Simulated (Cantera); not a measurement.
## Al + H2O + H2 + O2 (metals in furnace atmospheres)

A closed system holds: 1 mol Al, a varied amount of H2O, 2.6 mol H2, 0.22 mol O2, held at 1625 K and 0.100 bar.

Equilibrium computed with Cantera from the NASA thermochemical tables; the gas is ideal and each condensed phase is pure. Candidate condensed phases: Al, Al2O3, H2O; 19 gas species. Mutual solubility and eutectic melting of coexisting phases are not modelled. Gases not in the tables: Al(OH)3. The numbers say what is thermodynamically allowed, not how fast it happens.

| n(H2O) (mol) | log p H2 | log p H2O | log p Al2O | log p Al | log p H | n Al(l) | n Al2O3(s) |
|---|---|---|---|---|---|---|---|
| 0.088 | -1.00 | -8.33 | -4.03 | -4.06 | -4.65 | 0.642 | 0.175 |
| 0.12 | -1.00 | -8.33 | -4.03 | -4.06 | -4.65 | 0.620 | 0.186 |
| 0.17 | -1.00 | -8.33 | -4.03 | -4.06 | -4.65 | 0.587 | 0.202 |
| 0.23 | -1.00 | -8.33 | -4.03 | -4.06 | -4.65 | 0.547 | 0.222 |
| 0.32 | -1.00 | -8.33 | -4.03 | -4.06 | -4.65 | 0.486 | 0.252 |
| 0.44 | -1.00 | -8.33 | -4.03 | -4.06 | -4.65 | 0.406 | 0.292 |
| 0.61 | -1.00 | -8.33 | -4.03 | -4.06 | -4.65 | 0.292 | 0.349 |
| 0.84 | -1.00 | -8.33 | -4.03 | -4.06 | -4.65 | 0.139 | 0.426 |
| 1.2 | -1.02 | -2.43 | <-13 | -12.92 | -4.66 | 0 | 0.500 |
| 1.6 | -1.06 | -1.89 | <-13 | <-13 | -4.68 | 0 | 0.500 |
log p: log10 of the partial pressure in bar; n: condensed amount in mol.

From 0.088 mol H2O to 0.84 mol H2O the condensed part is Al(l) + Al2O3(s). From 1.2 mol H2O to 1.6 mol H2O the condensed part is Al2O3(s).
